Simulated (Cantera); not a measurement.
Cantera run:

```python
import numpy as np
import cantera as ct

gas_names = """
    Cr CrN CrO CrO2 CrO3 N NO NO2 NO3 N2 N2O O O2 O3
""".split()
cond_names = """
    Cr(cr) Cr(L) CrN(s) Cr2N(s) Cr2O3(s) Cr2O3(L)
""".split()


# ... load() reads the species with a 1 bar reference pressure and builds the phases ...
atoms = {
    'Cr': {'Cr': 1},
    'N2O': {'N': 2, 'O': 1},
}
top_T = {'CrN(s)': 1900, 'Cr2N(s)': 1900}  # K; cautious upper limits of use, not melting points


# ... equilibrate(T, P, feed) seeds the gas with the atoms and calls Mixture.equilibrate('TP', solver="vcs", rtol=1e-11, max_steps=5000) ...
results = []
feed = {'Cr': 1, 'N2O': 0.8}  # mol
P = 1333.22  # Pa
for T in [750, 800, 850, 900, 950, 1000, 1050, 1100, 1150, 1200, 1250, 1300, 1350]:
    mix = equilibrate(T, P, feed)
    results.append((T, P, feed, dict(zip(mix.species_names, mix.species_moles))))

top = {s: max(r[3][s] / sum(r[3][g] for g in gas_names) for r in results) for s in gas_names}
cols = sorted((s for s in top if top[s] > 0.001), key=lambda s: -top[s])[:5]
seen = [c for c in cond_names if any(r[3].get(c, 0) > 1e-12 for r in results)]
print("log10 of partial pressures in bar; condensed amounts in mol")
print(f"{'T/K':>10s}" + "".join(f"{s[:9]:>10s}" for s in cols + seen))
for T, P, feed, n in results:
    ng = sum(n[g] for g in gas_names)
    print(f"{T:10.4g}" + "".join(f"{np.log10(max(n[s] / ng * P / 1e5, 1e-99)):10.3f}" for s in cols)
          + "".join(f"{n.get(c, 0):10.4g}" for c in seen))
```

Result:

```
log10 of partial pressures in bar; condensed amounts in mol
       T/K        N2    CrN(s)   Cr2N(s)  Cr2O3(s)
       750    -1.875    0.4667         0    0.2667
       800    -1.875    0.4667         0    0.2667
       850    -1.875    0.4667         0    0.2667
       900    -1.875    0.4667         0    0.2667
       950    -1.875    0.4667         0    0.2667
      1000    -1.875    0.4667         0    0.2667
      1050    -1.875    0.4667         0    0.2667
      1100    -1.875    0.4667         0    0.2667
      1150    -1.875         0    0.2333    0.2667
      1200    -1.875         0    0.2333    0.2667
      1250    -1.875         0    0.2333    0.2667
      1300    -1.875         0    0.2333    0.2667
      1350    -1.875         0    0.2333    0.2667
```

Cantera equilibrium calculation (NASA polynomials, part measured and part estimated; ideal gas, pure solids and liquids). Mutual solubility and eutectic melting of coexisting phases are not modelled.
